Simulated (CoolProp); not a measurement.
Vapour-liquid equilibrium of carbon dioxide (1) + R134a (2) at -4.75 °C; x and y are mole fractions of (1).

Computed with CoolProp (multi-fluid Helmholtz-energy mixture model, Span 1996 and Tillner-Roth 1994; pair parameters Bell 2016).

```json
[
 {"x": "0.05", "bubble pressure, mixture model (MPa)": "0.3480", "bubble pressure, Raoult's law (MPa)": "0.3867", "y, mixture model": "0.309", "y, Raoult's law": "0.397"},
 {"x": "0.2", "bubble pressure, mixture model (MPa)": "0.7072", "bubble pressure, Raoult's law (MPa)": "0.8099", "y, mixture model": "0.692", "y, Raoult's law": "0.757"},
 {"x": "0.35", "bubble pressure, mixture model (MPa)": "1.112", "bubble pressure, Raoult's law (MPa)": "1.233", "y, mixture model": "0.827", "y, Raoult's law": "0.871"},
 {"x": "0.5", "bubble pressure, mixture model (MPa)": "1.530", "bubble pressure, Raoult's law (MPa)": "1.656", "y, mixture model": "0.893", "y, Raoult's law": "0.926"},
 {"x": "0.65", "bubble pressure, mixture model (MPa)": "1.953", "bubble pressure, Raoult's law (MPa)": "2.079", "y, mixture model": "0.933", "y, Raoult's law": "0.959"},
 {"x": "0.8", "bubble pressure, mixture model (MPa)": "2.394", "bubble pressure, Raoult's law (MPa)": "2.503", "y, mixture model": "0.963", "y, Raoult's law": "0.980"},
 {"x": "0.95", "bubble pressure, mixture model (MPa)": "2.884", "bubble pressure, Raoult's law (MPa)": "2.926", "y, mixture model": "0.991", "y, Raoult's law": "0.996"}
]
```

The largest gap from Raoult's law is -12.7 % in bubble pressure, at x = 0.2. No azeotrope shows between x = 0.05 and 0.95.

Pair parameters are fitted to limited data, so mixtures are less certain than the pure fluids.
